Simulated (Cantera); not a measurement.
An adiabatic, constant-pressure homogeneous reactor starts with 17.9 % H₂, 16.0 % O₂, 60.2 % N₂, 5.91 % H₂O, at 1500 K and 473 Torr.

Computed with Cantera and the H2/O2 subset of GRI-Mech 3.0, which has no nitrogen chemistry.

x: mole fraction; the columns are a selection and need not sum to one.

```tsv
t (s)	T (K)	x H₂	x O₂	x H₂O	x HO₂	x H₂O₂
2.00e-6	1500	0.179	0.160	0.0591	2.36e-7	?
5.64e-6	1500	0.179	0.160	0.0591	7.67e-7	?
1.59e-5	1502	0.175	0.158	0.0618	3.47e-5	?
4.48e-5	1879	0.0276	0.0779	0.185	1.94e-5	?
0.000126	2233	0.0195	0.0737	0.211	9.12e-6	2.62e-7
0.000356	2471	0.0102	0.0726	0.232	8.05e-6	2.80e-7
0.00100	2527	0.00760	0.0727	0.238	9.49e-6	3.80e-7
0.00283	2527	0.00758	0.0727	0.238	9.51e-6	3.81e-7
0.00797	2527	0.00758	0.0727	0.238	9.51e-6	3.81e-7
0.0225	2527	0.00758	0.0727	0.238	9.51e-6	3.81e-7
0.0634	2527	0.00758	0.0727	0.238	9.51e-6	3.81e-7
0.179	2527	0.00758	0.0727	0.238	9.51e-6	3.81e-7
0.503	2527	0.00758	0.0727	0.238	9.51e-6	3.81e-7
1.42	2527	0.00758	0.0727	0.238	9.51e-6	3.81e-7
4.00	2527	0.00758	0.0727	0.238	9.51e-6	3.81e-7
```

### Question
What belongs in the gaps?

### Answer

- 2.00e-6, x H₂O₂: 1.46e-9
- 5.64e-6, x H₂O₂: 1.06e-8
- 1.59e-5, x H₂O₂: 4.43e-7
- 4.48e-5, x H₂O₂: 7.08e-7
